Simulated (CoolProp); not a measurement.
A single-stage vapour-compression cycle with the fluid: evaporating at 290.15 K (dew point), condensing at 339.15 K (bubble point), superheat 10 K, subcooling 8 K, compressor efficiency 0.65, no pressure losses. The same conditions are run with several fluids, on thermodynamics alone (safety and materials aside).

Model: reference Helmholtz-energy equation of state of each fluid (n-perfluorohexane: Gao 2022; n-pentane: Thol 2019; neopentane: Lemmon 2006; ammonia: Gao 2020; dimethyl ether: Wu 2011; R245fa: Akasaka 2015), in CoolProp.

Q: Rank n-perfluorohexane, n-pentane, neopentane, ammonia, dimethyl ether, R245fa by cooling COP, highest first.

A: n-pentane (3.35), R245fa (3.29), dimethyl ether (3.23), neopentane (3.21), ammonia (3.16), n-perfluorohexane (2.93)

| fluid | pressure ratio | discharge temperature (K) | refrigerating effect (kJ/kg) | volumetric capacity (kJ/m³) |
|---|---|---|---|---|
| n-perfluorohexane | 6.62 | 339.1 | 59.5 | 168 |
| n-pentane | 5.05 | 352.8 | 292 | 434 |
| neopentane | 4.05 | 346.2 | 229 | 915 |
| ammonia | 3.88 | 449.2 | 1030 | 5950 |
| dimethyl ether | 3.56 | 376.2 | 325 | 3060 |
| R245fa | 4.99 | 356.6 | 149 | 913 |

The compression ends wet for: n-perfluorohexane.
